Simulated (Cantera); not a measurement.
An isothermal, constant-pressure homogeneous reactor starts with CO : O₂ : H₂O : N₂ = 0.0065 : 0.0034 : 0.0024 : 1 (molar parts), equivalence ratio 0.96, at 1475 K and 1050 Torr. Integrator tolerance rtol = 1e-08.

Cantera simulation using GRI-Mech 3.0 (53 species, 325 reactions); the numbers are that mechanism's predictions, not measurements.

Task: What does this change do: temperature 1475 to 1098 K?

Result: 
```json
[
 {"quantity": "x(CO) at 1.00 s", "before": "2.50e-5 (gas-phase equilibrium 1.58e-6)", "after": "1.28e-5 (gas-phase equilibrium 5.70e-10)"},
 {"quantity": "x(O₂) at 1.00 s", "before": "0.000159 (gas-phase equilibrium 0.000134)", "after": "0.000155 (gas-phase equilibrium 0.000147)"},
 {"quantity": "x(H₂O) at 1.00 s", "before": "0.00237 (gas-phase equilibrium 0.00238)", "after": "0.00238 (gas-phase equilibrium 0.00238)"},
 {"quantity": "x(H) at 1.00 s", "before": "3.40e-7 (gas-phase equilibrium 5.36e-9)", "after": "8.45e-8 (gas-phase equilibrium <1e-12)"},
 {"quantity": "x(CO₂) at 1.00 s", "before": "0.00642 (gas-phase equilibrium 0.00644)", "after": "0.00643 (gas-phase equilibrium 0.00644)"},
 {"quantity": "x(H₂) at 1.00 s", "before": "3.59e-6 (gas-phase equilibrium 2.35e-7)", "after": "1.51e-6 (gas-phase equilibrium 2.09e-10)"}
]
```
